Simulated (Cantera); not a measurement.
An adiabatic, constant-volume homogeneous reactor starts with 1.32 % CH4, 0.0794 % C2H6, 0.304 % C3H8, 12.0 % O2, 85.4 % N2, 0.900 % H2, equivalence ratio 0.41, at 1800 K and 2.17 atm.

Model: GRI-Mech 3.0 (53 species, 325 reactions), integrated in Cantera. GRI-Mech 3.0 was tuned for natural gas; its chemistry of propane as a main component is partial and can be far from experiment.

Task: Predict: time of steepest temperature rise; temperature at 4.00 s; equilibrium temperature; x(NO) at 4.00 s; x(NO2) at 4.00 s.

Result: 
```
Quantity                                                             Value
---------------------------------  ---------------------------------------
time of steepest temperature rise                                  10.1 µs
temperature at 4.00 s                                               2409 K
equilibrium temperature                                             2409 K
x(NO) at 4.00 s                      0.0112 (gas-phase equilibrium 0.0112)
x(NO2) at 4.00 s                   1.05e-5 (gas-phase equilibrium 1.05e-5)
```
